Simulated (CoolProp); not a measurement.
Vapour-liquid equilibrium of cyclopropane (1) + R134a (2) at 16.6 bar; x and y are mole fractions of (1).

Values from CoolProp's multi-fluid Helmholtz-energy mixture model, Polt 1992 and Tillner-Roth 1994; pair parameters Bell 2016. This equation is an older, rougher fit; its heat capacities, sound speeds and derivatives of the liquid may be far off and weren't checked against measurements.

Problem. Give the bubble temperature and the first vapour's composition at x = 0.2, 0.5, 0.575. Is there an azeotrope?

Solution. x = 0.2: 324.6 K, y = 0.286; x = 0.5: 320.8 K, y = 0.514; x = 0.575: 320.8 K, y = 0.558. y crosses x between x = 0.5 and 0.575: the model has an azeotrope there.

The pair parameters rest on a limited set of measurements; away from them the model extrapolates.
